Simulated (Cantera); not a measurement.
A jet of CH4 : O2 : N2 = 0.03 : 0.072 : 0.79 (molar parts), equivalence ratio 0.83 at 300 K and 57.0 Torr hits a platinum plate 3.4 cm away at a mass flux of 0.19 kg/m²/s; the plate temperature is set and raised in steps from an oxygen-covered start.

Computed with Cantera and Deutschmann's 1995 Pt surface mechanism with GRI-Mech 3.0 gas chemistry. Catalytic surfaces can have several steady states; this one follows from the mechanism file's or the stated starting coverage.

One state of this run: wall x CH4 = 0.0138; wall x O2 = 0.0387; wall x H2O = 0.0367; wall x OH = 5.49e-7; wall x CO = 1.60e-5; wall x CO2 = 0.0242; θ free Pt = 0.489; θ O* = 0.510; θ OH* = 0.00101. x: mole fraction at the wall; θ: surface coverage.

**Question.** Which value of plate T (K) does it belong to?
A) 1000
B) 1050
C) 1150
D) 950

**Answer.** B, 1050
